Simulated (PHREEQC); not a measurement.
PHREEQC input (ion-association model, wateq4f.dat):

```
SOLUTION_MASTER_SPECIES
  An  An-  0  An  62.0  # stands for a non-complexing anion
SOLUTION_SPECIES
  An- = An-
    -log_k 0
    -gamma 3.0 0
PHASES
  Fix_H+
    H+ = H+
    -log_k 0
SOLUTION 1
  temp 25
  units mmol/kgw
  pH 7 charge
  Na 50
  An 50
END
SELECTED_OUTPUT 1
  -reset false
  -pH true
  -pe true
  -ionic_strength true
  -water true
  -totals Na
  -molalities Hfo_wOH Hfo_wOH2+ Hfo_wO- Hfo_sOH Hfo_sOH2+ Hfo_sO-
USER_PUNCH 1
  -headings sigma psi
  10 PUNCH EDL("sigma", "Hfo"), EDL("psi", "Hfo")
PRINT
  -reset false
USE solution 1
SURFACE 1
  Hfo_wOH 0.000247191 600 0.11
  Hfo_sOH 6.17978e-06
EQUILIBRIUM_PHASES 1
  Fix_H+ -4 HAn 10
    -force_equality true
  O2(g) -0.68 10
END
# ... the last block is repeated for the other 12 points of pH, with NaOH or the acid as the point needs
```

Selected output (columns that matter, 11 of 13 rows; pH added in front):

```
pH	mu	Na	m_Hfo_wOH	m_Hfo_wOH2+	m_Hfo_wO-	m_Hfo_sOH	m_Hfo_sOH2+	m_Hfo_sO-	sigma	psi
4	0.050218	0.05	5.0521e-05	0.00019637	2.9776e-07	1.263e-06	4.9093e-06	7.444e-09	0.29383	0.15974
4.5	0.050119	0.05	8.6036e-05	0.0001601	1.0592e-06	2.1509e-06	4.0024e-06	2.648e-08	0.23833	0.14909
5	0.050073	0.05	0.00012114	0.00012332	2.7263e-06	3.0286e-06	3.083e-06	6.8157e-08	0.18072	0.13501
6	0.050032	0.05	0.00016889	6.8804e-05	9.4971e-06	4.2222e-06	1.7201e-06	2.3743e-07	0.088876	0.099381
6.5	0.05002	0.05	0.00018044	5.2564e-05	1.419e-05	4.5109e-06	1.3141e-06	3.5474e-07	0.057506	0.07842
7	0.050012	0.05	0.00018634	4.1839e-05	1.9012e-05	4.6585e-06	1.046e-06	4.7531e-07	0.034207	0.055532
7.5	0.050006	0.05	0.00018891	3.4761e-05	2.3519e-05	4.7228e-06	8.6902e-07	5.8798e-07	0.016846	0.031067
8	0.050001	0.05	0.00018973	2.9696e-05	2.7769e-05	4.7432e-06	7.424e-07	6.9422e-07	0.002888	0.0056452
9	0.050021	0.05003	0.00018777	2.1044e-05	3.8381e-05	4.6942e-06	5.2609e-07	9.5952e-07	-0.025981	-0.044929
9.5	0.050055	0.050071	0.00018358	1.6328e-05	4.7284e-05	4.5895e-06	4.082e-07	1.1821e-06	-0.046389	-0.068568
10	0.050148	0.050174	0.0001748	1.1495e-05	6.0893e-05	4.3701e-06	2.8739e-07	1.5223e-06	-0.074026	-0.090389
```
